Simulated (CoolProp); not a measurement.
n-nonane along the isobar 2.13 MPa: fugacity coefficient from the reference equation and from simpler models built on Tc = 321.4 °C, pc = 2.282 MPa, ω = 0.443; each cubic takes its own stable root.

Values from CoolProp's reference Helmholtz-energy equation of state, Lemmon 2006. It is a short technical equation, of lower accuracy than the large ones.

```json
[
 {"T (°C)": "24.05", "phase": "liquid", "reference": "0.0002992", "van der Waals": "0.03755", "Redlich-Kwong": "0.002903", "Soave-Redlich-Kwong": "0.0003017"},
 {"T (°C)": "39.85", "phase": "liquid", "reference": "0.0007621", "van der Waals": "0.05163", "Redlich-Kwong": "0.005728", "Soave-Redlich-Kwong": "___"},
 {"T (°C)": "55.75", "phase": "liquid", "reference": "0.001746", "van der Waals": "0.06889", "Redlich-Kwong": "0.01042", "Soave-Redlich-Kwong": "0.001757"},
 {"T (°C)": "71.65", "phase": "liquid", "reference": "0.003639", "van der Waals": "0.08940", "Redlich-Kwong": "0.01766", "Soave-Redlich-Kwong": "0.003668"},
 {"T (°C)": "87.55", "phase": "liquid", "reference": "0.006987", "van der Waals": "0.1132", "Redlich-Kwong": "___", "Soave-Redlich-Kwong": "0.007070"},
 {"T (°C)": "103.35", "phase": "liquid", "reference": "0.01246", "van der Waals": "0.1402", "Redlich-Kwong": "___", "Soave-Redlich-Kwong": "0.01267"},
 {"T (°C)": "119.25", "phase": "liquid", "reference": "0.02099", "van der Waals": "0.1706", "Redlich-Kwong": "0.06149", "Soave-Redlich-Kwong": "0.02145"},
 {"T (°C)": "135.15", "phase": "liquid", "reference": "0.03353", "van der Waals": "0.2042", "Redlich-Kwong": "0.08562", "Soave-Redlich-Kwong": "0.03443"},
 {"T (°C)": "151.05", "phase": "liquid", "reference": "0.05110", "van der Waals": "0.2408", "Redlich-Kwong": "0.1152", "Soave-Redlich-Kwong": "0.05274"},
 {"T (°C)": "166.85", "phase": "liquid", "reference": "0.07454", "van der Waals": "0.2799", "Redlich-Kwong": "0.1503", "Soave-Redlich-Kwong": "0.07731"}
]
```

Q: What belongs in the gaps?

A: 
- 39.85, Soave-Redlich-Kwong: 0.0007664
- 87.55, Redlich-Kwong: 0.02815
- 103.35, Redlich-Kwong: 0.04249
